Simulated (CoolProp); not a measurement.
Vapour-liquid equilibrium of R125 (1) + R227EA (2) at 229.4 K; x and y are mole fractions of (1).

The numbers come from the multi-fluid Helmholtz-energy mixture model, Lemmon 2005 and Lemmon 2016; pair parameters Bell 2016 in CoolProp.

```tsv
x	bubble pressure (MPa)	y at the bubble point	dew pressure at overall composition x (MPa)	liquid density (mol/L)
0.05	0.03093	0.196	0.02718	9.733
0.15	0.04073	0.450	0.02965	9.974
0.25	0.05063	0.607	0.03261	10.22
0.35	0.06055	0.713	0.03622	10.48
0.45	0.07045	0.790	0.04073	10.76
0.55	0.08031	0.848	0.04653	11.04
0.65	0.09015	0.893	0.05423	11.33
0.75	0.09997	0.930	0.06495	11.64
0.85	0.1098	0.961	0.08080	11.96
0.95	0.1198	0.988	0.1061	12.30
```

No azeotrope shows between x = 0.05 and 0.95.

The pair parameters rest on a limited set of measurements; away from them the model extrapolates.
